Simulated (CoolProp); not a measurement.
R245fa at 246.29 K and 0.0107 MPa flows at 7.3 m/s in a round tube of 20 mm bore and 15 µm roughness, fully developed (64/Re and Nu = 3.66 if laminar; Colebrook and Gnielinski if turbulent). Each further row changes one setting.

Model: reference Helmholtz-energy equation of state, Akasaka 2015, in CoolProp.

| case | Reynolds number | Darcy friction factor | pressure drop (Pa/m) | heat-transfer coefficient (W/(m² K)) | mass flow (kg/h) |
|---|---|---|---|---|---|
| as stated | 10600 | 0.0316 | 29.7 | 17.6 | 5.83 |
| velocity 14.6 m/s | 21300 | 0.0271 | 102 | 31.3 | 11.7 |
| diameter 40 mm | 21300 | 0.0263 | 12.4 | 15.2 | 23.3 |

Viscosity comes from a separate model (Bell 2016), an estimate that may be off by 10 % or more. Thermal conductivity comes from a separate model (Huber 2003), an estimate that may be off by 10 % or more.
